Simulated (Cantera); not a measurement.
Charge: 1 mol CH3SiH3, 0.039 mol C3H8, 9.2 mol H2, held at 0.133 bar.

These are equilibrium values from Cantera (NASA tables, ideal gas, pure condensed phases), not measurements of a reactor. Candidate condensed phases: C, C6H6, C7H8, C8H18, Si, SiC; 87 gas species. The feed counts by its element totals alone. Gases not in the tables: Si2H6 and higher silanes. Kinetics and transport are ignored.

log p: log10 of the partial pressure in bar; n: condensed amount in mol.

```tsv
T (°C)	log p H2	log p H	log p Si	log p C2H2 (acetylene)	log p SiC2	log p Si2C	log p SiH	n C(graphite)	n SiC(s)
1502	-0.88	-3.98	-7.33	-4.72	-9.23	-9.36	-7.68	0.112	1.000
1577	-0.88	…	…	…	…	…	…	0.109	1.000
1652	-0.88	-3.46	-6.15	-4.22	-7.69	-7.85	-6.67	0.105	1.000
1727	-0.88	-3.23	-5.62	-3.99	-7.01	-7.18	-6.23	0.0976	1.000
1802	-0.88	-3.01	-5.14	-3.79	-6.37	-6.57	-5.82	0.0867	0.999
1877	-0.88	-2.82	-4.69	-3.59	-5.79	-5.99	-5.44	0.0713	0.997
1952	-0.88	…	…	…	…	…	…	…	0.992
2027	-0.89	-2.46	-3.87	-3.25	-4.73	-4.96	-4.75	0.0254	0.981
2102	-0.90	-2.30	-3.50	-3.11	-4.26	-4.50	-4.44	0	0.954
2177	-0.91	-2.15	-3.14	-3.01	-3.83	-4.04	-4.14	0	0.889
2252	-0.92	-2.01	-2.82	-2.87	-3.41	-3.64	-3.88	0	0.751
2327	-0.94	-1.89	-2.53	-2.73	-3.00	-3.27	-3.65	0.0158	0.461
```

Task: Some entries are withheld; supply them.

Result: 
- 1952, log p H: -2.63
- 1952, log p Si: -4.27
- 1952, log p C2H2 (acetylene): -3.42
- 1952, log p SiC2: -5.24
- 1952, log p Si2C: -5.46
- 1952, log p SiH: -5.08
- 1952, n C(graphite): 0.0507
- 1577, log p H: -3.71
- 1577, log p Si: -6.71
- 1577, log p C2H2 (acetylene): -4.46
- 1577, log p SiC2: -8.43
- 1577, log p Si2C: -8.57
- 1577, log p SiH: -7.15
